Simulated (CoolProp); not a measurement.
Aqueous magnesium chloride as a coolant, 12 % by mass, freezing at -11.3 °C, 1 atm.

Computed with CoolProp (Melinder's fits for secondary coolants).

| T (°C) | density (kg/m³) | conductivity (W/(m K)) | viscosity (mPa s) | cp (kJ/(kg K)) |
|---|---|---|---|---|
| -9.6 | 1109 | 0.517 | 4.51 | 3.438 |
| -4.6 | 1108 | 0.527 | 3.71 | 3.450 |
| 0.4 | 1107 | 0.536 | 3.10 | 3.461 |
| 5.4 | 1106 | 0.545 | 2.62 | 3.471 |
| 10.4 | 1104 | 0.554 | 2.24 | 3.481 |
| 15.4 | 1103 | 0.563 | 1.93 | 3.491 |
| 20.4 | 1101 | 0.572 | 1.67 | 3.500 |
| 25.4 | 1099 | 0.580 | 1.44 | 3.510 |
| 30.4 | 1097 | 0.589 | 1.25 | 3.519 |
